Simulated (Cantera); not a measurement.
Equilibrium for carbon deposition, reforming and gasification: C3H6 + NH3 + H2

A closed system holds: 1 mol C3H6, 0.011 mol NH3, 5.1 mol H2, held at 0.100 bar.

Equilibrium computed with Cantera from the NASA thermochemical tables; the gas is ideal and each condensed phase is pure. Candidate condensed phases: C, C6H6, C7H8, C8H18; 92 gas species. The numbers say what is thermodynamically allowed, not how fast it happens.

```tsv
T (°C)	log p H2	log p H	log p CH4	log p C2H2 (acetylene)	log p N2	log p HCN	log p HNC	log p CH3	n C(graphite)
975	-1.00	-6.83	-3.95	-7.61	-4.17	-6.49	-8.69	-8.50	2.99
1075	-1.00	-6.14	-4.24	-6.92	-4.17	-6.08	-8.09	-8.07	3.00
1175	-1.00	-5.54	-4.48	-6.32	-4.18	-5.73	-7.58	-7.71	3.00
1275	-1.00	-5.01	-4.69	-5.80	-4.18	-5.42	-7.13	-7.39	3.00
1375	-1.00	-4.55	-4.87	-5.35	-4.19	-5.16	-6.74	-7.12	3.00
1475	-1.00	-4.14	-5.04	-4.95	-4.21	-4.93	-6.40	-6.87	3.00
1575	-1.00	-3.78	-5.18	-4.59	-4.24	-4.73	-6.11	-6.65	2.99
1675	-1.00	-3.45	-5.31	-4.27	-4.27	-4.56	-5.85	-6.46	2.99
1775	-1.00	-3.15	-5.43	-3.98	-4.33	-4.42	-5.63	-6.29	2.98
```
log p: log10 of the partial pressure in bar; n: condensed amount in mol.

From 975 °C to 1775 °C the condensed part is C(graphite). The main C-bearing gas is CH4 at 975 °C and C2H2 (acetylene) at 1775 °C.
